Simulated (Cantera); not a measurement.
An isothermal, constant-pressure homogeneous reactor starts with C2H6 : H2 = 1 : 6.1 (molar parts), at 1398 K and 1.00 bar. Integrator tolerance rtol = 1e-08.

Model: GRI-Mech 3.0 (53 species, 325 reactions), integrated in Cantera. GRI-Mech 3.0 stops at C3 and has no aromatics, soot or wall deposition, so with more carbon than oxygen in the feed, carbon stays in small species such as C2H2 where larger ones or solid carbon would form.

| quantity | before | after |
|---|---|---|
| x(C2H6) at 2.00 s | 0.000205 (gas-phase equilibrium 0.000143) | 0.0458 (gas-phase equilibrium 3.60e-5) |
| x(H2) at 2.00 s | 0.775 (gas-phase equilibrium 0.754) | 0.852 (gas-phase equilibrium 0.718) |
| x(CH3) at 2.00 s | 2.55e-5 (gas-phase equilibrium 2.43e-5) | 2.91e-7 (gas-phase equilibrium 8.86e-8) |
| x(CH4) at 2.00 s | 0.186 (gas-phase equilibrium 0.221) | 0.0339 (gas-phase equilibrium 0.281) |
| x(C2H) at 2.00 s | 1.54e-10 (gas-phase equilibrium 7.85e-11) | <1e-12 (gas-phase equilibrium <1e-12) |
| x(C2H2) at 2.00 s | 0.0237 (gas-phase equilibrium 0.0150) | 0.000704 (gas-phase equilibrium 8.12e-7) |
| x(C2H4) at 2.00 s | 0.0150 (gas-phase equilibrium 0.00953) | 0.0676 (gas-phase equilibrium 6.21e-5) |

What was changed between the two runs?
A. C2H6 1 to 0.46 parts
B. H2 6.1 to 8.9 parts
C. temperature 1398 to 1075 K
D. C2H6 1 to 0.39 parts

C, temperature 1398 to 1075 K
